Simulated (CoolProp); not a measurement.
Vapour-liquid equilibrium of R22 (1) + c-C4F8 (RC318) (2) at 53.95 °C; x and y are mole fractions of (1).

Values from CoolProp's multi-fluid Helmholtz-energy mixture model, Kamei 1995 and Platzer 1990; pair parameters Bell 2016. This equation is an older, rougher fit; its heat capacities, sound speeds and derivatives of the liquid may be far off and weren't checked against measurements.

```json
[
 {"x": "0.05", "bubble pressure (MPa)": "0.7612", "y at the bubble point": "0.093", "dew pressure at overall composition x (MPa)": "0.7402", "liquid density (mol/L)": "7.029"},
 {"x": "0.125", "bubble pressure (MPa)": "0.8570", "y at the bubble point": "0.246", "dew pressure at overall composition x (MPa)": "0.7781", "liquid density (mol/L)": "7.293"},
 {"x": "0.2", "bubble pressure (MPa)": "0.9861", "y at the bubble point": "0.390", "dew pressure at overall composition x (MPa)": "0.8241", "liquid density (mol/L)": "7.559"},
 {"x": "0.275", "bubble pressure (MPa)": "1.136", "y at the bubble point": "0.510", "dew pressure at overall composition x (MPa)": "0.8792", "liquid density (mol/L)": "7.830"},
 {"x": "0.35", "bubble pressure (MPa)": "1.293", "y at the bubble point": "0.603", "dew pressure at overall composition x (MPa)": "0.9452", "liquid density (mol/L)": "8.108"},
 {"x": "0.425", "bubble pressure (MPa)": "1.444", "y at the bubble point": "0.674", "dew pressure at overall composition x (MPa)": "1.025", "liquid density (mol/L)": "8.398"},
 {"x": "0.5", "bubble pressure (MPa)": "1.581", "y at the bubble point": "0.728", "dew pressure at overall composition x (MPa)": "1.122", "liquid density (mol/L)": "8.707"},
 {"x": "0.575", "bubble pressure (MPa)": "1.701", "y at the bubble point": "0.771", "dew pressure at overall composition x (MPa)": "1.241", "liquid density (mol/L)": "9.042"},
 {"x": "0.65", "bubble pressure (MPa)": "1.804", "y at the bubble point": "0.808", "dew pressure at overall composition x (MPa)": "1.390", "liquid density (mol/L)": "9.418"},
 {"x": "0.725", "bubble pressure (MPa)": "1.894", "y at the bubble point": "0.841", "dew pressure at overall composition x (MPa)": "1.573", "liquid density (mol/L)": "9.849"},
 {"x": "0.8", "bubble pressure (MPa)": "1.973", "y at the bubble point": "0.875", "dew pressure at overall composition x (MPa)": "1.783", "liquid density (mol/L)": "10.36"},
 {"x": "0.875", "bubble pressure (MPa)": "2.042", "y at the bubble point": "0.913", "dew pressure at overall composition x (MPa)": "1.973", "liquid density (mol/L)": "10.97"},
 {"x": "0.95", "bubble pressure (MPa)": "2.099", "y at the bubble point": "0.960", "dew pressure at overall composition x (MPa)": "2.089", "liquid density (mol/L)": "11.71"}
]
```

No azeotrope shows between x = 0.05 and 0.95.

The pair parameters rest on a limited set of measurements; away from them the model extrapolates. The gap from Raoult's law changes sign with composition, which may be real or a fault of the pair parameters; it wasn't checked against measurements.
